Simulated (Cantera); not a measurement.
An adiabatic, constant-pressure homogeneous reactor starts with CH4 : CO : O2 : N2 : H2 = 1 : 0.28 : 1.78 : 6.71 : 0.084 (molar parts), at 1650 K and 290000 Pa.

Detailed kinetics in Cantera: GRI-Mech 3.0 (53 species, 325 reactions).

One state of this run: T (K) = 2896; x CH4 = <1e-12; x CO = 0.0742; x O2 = 0.00763; x CH2CO = <1e-12; x CH3 = <1e-12. x: mole fraction; the columns are a selection and need not sum to one.

Which value of t (s) does it belong to?
A. 1.18e-5
B. 2.00e-6
C. 2.85e-5
D. 0.00579

D, 0.00579
